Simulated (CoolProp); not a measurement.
Saturation properties of R245fa (Tc = 427.0 K, pc = 3.651 MPa, ω = 0.378).

Computed with CoolProp (reference Helmholtz-energy equation of state, Akasaka 2015).

| T (K) | p (MPa) | vapour density (kg/m³) | enthalpy of vaporisation (kJ/kg) | liquid cp (kJ/(kg K)) | surface tension (mN/m) | vapour viscosity (µPa s) |
|---|---|---|---|---|---|---|
| 335.6 | 0.4956 | 27.26 | 167.4 | 1.422 | 8.96 | 13.5 |
| 342.2 | 0.5940 | 32.67 | 162.5 | 1.445 | 8.17 | 13.8 |
| 348.9 | 0.7084 | 39.06 | 157.3 | 1.471 | 7.38 | 14.1 |
| 355.5 | 0.8365 | 46.38 | 151.9 | 1.499 | 6.62 | 14.5 |
| 362.2 | 0.9836 | 55.02 | 146.1 | 1.531 | 5.86 | 14.9 |
| 368.8 | 1.147 | 64.95 | 139.9 | 1.567 | 5.13 | 15.3 |
| 375.5 | 1.332 | 76.75 | 133.2 | 1.611 | 4.40 | 15.8 |
| 382.1 | 1.537 | 90.45 | 126.0 | 1.663 | 3.71 | 16.3 |
| 388.8 | 1.767 | 107.0 | 117.9 | 1.731 | 3.03 | 17.0 |
| 395.4 | 2.019 | 126.8 | 109.1 | 1.820 | 2.38 | 17.8 |
| 402.1 | 2.302 | 151.6 | 98.98 | 1.951 | 1.76 | 18.9 |

It boils at 288.2 K under 1 atm.

Viscosity comes from a separate model (Bell 2016), an estimate that may be off by 10 % or more. Surface tension comes from a separate correlation (Mulero 2012).
